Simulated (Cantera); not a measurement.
What does this Cantera script print?

```python
import numpy as np
import cantera as ct

gas = ct.Solution("gri30.yaml")
gas.TPX = 1750, 53000, {'CH4': 1, 'C2H6': 0.16, 'C3H8': 0.035, 'O2': 3.55, 'N2': 31.6, 'H2O': 3.6}
reactor = ct.IdealGasConstPressureReactor(gas, energy="on", clone=False)
net = ct.ReactorNet([reactor])
net.rtol, net.atol = 1e-08, 1e-16
show = ['CH4', 'C2H6', 'C3H8', 'NO2', 'CH2CO', 'O2']
times = np.geomspace(3e-06, 4, 15)

steps = ct.SolutionArray(gas, extra=["t"])
rows = []
print(f"{'t/s':>10s}{'T/K':>9s}{'P/Pa':>11s}" + "".join(f"{s:>11s}" for s in show))
for t in times:
    while net.time < t:
        t_next = net.step()
        steps.append(gas.state, t=t_next)
    rows.append([np.interp(t, steps.t, y) for y in (steps.T, steps.P, *steps(*show).X.T)])
    print(f"{t:10.3e}{rows[-1][0]:9.1f}{rows[-1][1]:11.4g}" + "".join(f"{x:11.3e}" for x in rows[-1][2:]))
rate = np.gradient(steps.T, steps.t)
print("integrator steps:", len(steps.t))
if steps.T.max() > steps.T[0] + 200:
    print(f"time of steepest temperature rise: {steps.t[rate.argmax()]:.4e} s")
gas.TPX = 1750, 53000, {'CH4': 1, 'C2H6': 0.16, 'C3H8': 0.035, 'O2': 3.55, 'N2': 31.6, 'H2O': 3.6}
gas.equilibrate("HP")
print(f"equilibrium (HP): T = {gas.T:.1f} K  " + "  ".join(f"{s} {gas[s].X[0]:.3e}" for s in show))
```

Result:

```
       t/s      T/K       P/Pa        CH4       C2H6       C3H8        NO2      CH2CO         O2
 3.000e-06   1747.2    5.3e+04  2.500e-02  3.805e-03  7.881e-04  4.282e-17  1.656e-08  8.882e-02
 8.215e-06   1743.0    5.3e+04  2.480e-02  3.412e-03  6.402e-04  9.190e-15  7.448e-07  8.863e-02
 2.250e-05   1738.7    5.3e+04  2.349e-02  2.347e-03  3.136e-04  1.461e-12  2.326e-05  8.744e-02
 6.160e-05   1803.7    5.3e+04  1.374e-02  3.316e-04  5.324e-06  2.088e-10  4.702e-04  7.547e-02
 1.687e-04   2067.6    5.3e+04  4.305e-17  8.214e-32  5.124e-47  1.097e-09  1.030e-19  2.944e-02
 4.620e-04   2164.1    5.3e+04  1.540e-17  8.845e-33  3.397e-48  3.716e-09  4.222e-20  2.688e-02
 1.265e-03   2271.1    5.3e+04  5.153e-18  6.459e-34  8.765e-50  1.635e-08  1.749e-20  2.422e-02
 3.464e-03   2338.1    5.3e+04  2.591e-18  7.130e-35  4.189e-51  6.276e-08  6.063e-21  2.231e-02
 9.486e-03   2348.4    5.3e+04  2.293e-18  4.537e-35  2.272e-51  1.614e-07  4.730e-21  2.182e-02
 2.598e-02   2346.8    5.3e+04  2.318e-18  4.612e-35  2.323e-51  3.881e-07  4.737e-21  2.139e-02
 7.113e-02   2343.7    5.3e+04  2.372e-18  4.781e-35  2.440e-51  8.124e-07  4.753e-21  2.056e-02
 1.948e-01   2340.8    5.3e+04  2.421e-18  4.938e-35  2.551e-51  1.178e-06  4.762e-21  1.982e-02
 5.334e-01   2340.4    5.3e+04  2.429e-18  4.964e-35  2.569e-51  1.234e-06  4.763e-21  1.970e-02
 1.461e+00   2340.4    5.3e+04  2.429e-18  4.964e-35  2.569e-51  1.234e-06  4.763e-21  1.970e-02
 4.000e+00   2340.4    5.3e+04  2.429e-18  4.964e-35  2.569e-51  1.234e-06  4.763e-21  1.970e-02
integrator steps: 1586
time of steepest temperature rise: 8.5924e-05 s
equilibrium (HP): T = 2340.4 K  CH4 3.336e-18  C2H6 7.920e-35  C3H8 4.235e-51  NO2 1.234e-06  CH2CO 5.587e-21  O2 1.970e-02
```

Computed with Cantera and GRI-Mech 3.0 (53 species, 325 reactions).
